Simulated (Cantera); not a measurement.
Thermodynamics of carbon deposition, reforming and gasification, feed C2H6 + CO2

Feed: 1 mol C2H6, 0.027 mol CO2, held at 2000 K and 4000000 Pa.

Cantera equilibrium calculation (NASA polynomials, part measured and part estimated; ideal gas, pure solids and liquids). Candidate condensed phases: C, C6H6, C7H8, C8H18, H2O; 110 gas species. The ideal-gas law is rough above about 30 bar. Kinetics and transport are ignored.

x(H2): 0.965
x(CO): 0.0179
x(CH4): 0.0158
x(C2H2 (acetylene)): 0.000741
x(H): 0.000253
x(C2H4): 0.000193
x(CH3): 8.19e-5
x(H2O): 8.09e-5
x(C2H6): 3.79e-6
n(C(graphite)): 1.92 mol
gas amount: 3.006 mol
